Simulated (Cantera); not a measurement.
Standard-state values (1 bar) from the NASA 1993 polynomials, evaluated with Cantera. Values are per mole of reaction as written; species without (g) are pure solids or liquids, kept so even where they would boil at 1 bar. The tables' values for SiF2 are old estimates.

SiF4(g) + Si(g) → 2 SiF2(g)

| T (K) | ΔH° (kJ) | ΔS° (J/K) | ΔG° (kJ) | log10 K |
|---|---|---|---|---|
| 300 | -10.8 | 62.4 | -29.5 | 5.13 |
| 1323 | -21.2 | 48.2 | -85.0 | 3.36 |
| 1398 | ? | ? | ? | ? |
| 1473 | -23.0 | 46.9 | -92.1 | 3.27 |
| 1548 | -23.9 | 46.3 | -95.6 | 3.23 |
| 1623 | ? | ? | ? | ? |

### Question
What belongs in the gaps?

### Answer

- 1398, ΔH° (kJ): -22.1
- 1398, ΔS° (J/K): 47.6
- 1398, ΔG° (kJ): -88.6
- 1398, log10 K: 3.31
- 1623, ΔH° (kJ): -24.8
- 1623, ΔS° (J/K): 45.7
- 1623, ΔG° (kJ): -99.1
- 1623, log10 K: 3.19
